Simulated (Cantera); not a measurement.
A perfectly stirred reactor is fed with C₃H₈ : O₂ : N₂ = 1 : 3.12 : 11.8 (molar parts), equivalence ratio 1.6, at 10.0 bar; it is adiabatic with a 550 K inlet, and is followed from long to short residence time, starting on the burning branch (τ in s: 0.24, 0.066, 0.018, 0.0049, 0.0013, 0.00036, 9.9e-05, 2.7e-05, 7.3e-06).

Detailed kinetics in Cantera: GRI-Mech 3.0 (53 species, 325 reactions). GRI-Mech 3.0 was tuned for natural gas; its chemistry of propane as a main component is partial and can be far from experiment.

Q: Predict: blow-out, bracketed by the residence times tried; x(C₃H₈) at τ = 0.240 s; x(O₂) at τ = 0.240 s; x(CH₄) at τ = 0.240 s; x(CO) at τ = 0.240 s; x(C₂H₆) at τ = 0.240 s; x(C₃H₈) at τ = 1.30 ms; x(O₂) at τ = 1.30 ms; x(CH₄) at τ = 1.30 ms; x(CO) at τ = 1.30 ms; x(C₂H₆) at τ = 1.30 ms.

A: 
| Quantity | Result |
|---|---|
| blow-out, bracketed by the residence times tried | burning at 99.0 µs, out at 27.0 µs |
| x(C₃H₈) at τ = 0.240 s | 6.76e-8 |
| x(O₂) at τ = 0.240 s | 1.52e-5 |
| x(CH₄) at τ = 0.240 s | 0.000214 |
| x(CO) at τ = 0.240 s | 0.119 |
| x(C₂H₆) at τ = 0.240 s | 1.21e-8 |
| x(C₃H₈) at τ = 1.30 ms | 1.01e-5 |
| x(O₂) at τ = 1.30 ms | 0.00162 |
| x(CH₄) at τ = 1.30 ms | 0.00349 |
| x(CO) at τ = 1.30 ms | 0.101 |
| x(C₂H₆) at τ = 1.30 ms | 7.32e-6 |
